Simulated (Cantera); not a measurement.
Source: NASA polynomial tables (part measured, part estimated), evaluated in Cantera. Values are per mole of reaction as written; species without (g) are pure solids or liquids, kept so even where they would boil at 1 bar.

4 F(g) + 2 N(g) + Cu2O ⇌ 2 CuF2(g) + N2O(g)

| T (K) | ΔH° (kJ) | ΔS° (J/K) | ΔG° (kJ) | log10 K | condensed phases |
|---|---|---|---|---|---|
| 300 | -1544.6 | -280.2 | -1460.5 | 254.30 | Cu2O(s) |
| 1225 | -1585.4 | -345.7 | -1162.0 | 49.55 | Cu2O(s) |
| 1325 | -1589.7 | -349.0 | -1127.3 | 44.44 | Cu2O(s) |
| 1425 | … | … | … | … | Cu2O(s) |
| 1525 | … | … | … | … | Cu2O(l) |
| 1625 | … | … | … | … | Cu2O(l) |

Some entries are withheld; supply them.


- 1425, ΔH° (kJ): -1594.1
- 1425, ΔS° (J/K): -352.2
- 1425, ΔG° (kJ): -1092.2
- 1425, log10 K: 40.03
- 1525, ΔH° (kJ): -1663.6
- 1525, ΔS° (J/K): -398.1
- 1525, ΔG° (kJ): -1056.5
- 1525, log10 K: 36.19
- 1625, ΔH° (kJ): -1668.6
- 1625, ΔS° (J/K): -401.3
- 1625, ΔG° (kJ): -1016.5
- 1625, log10 K: 32.67
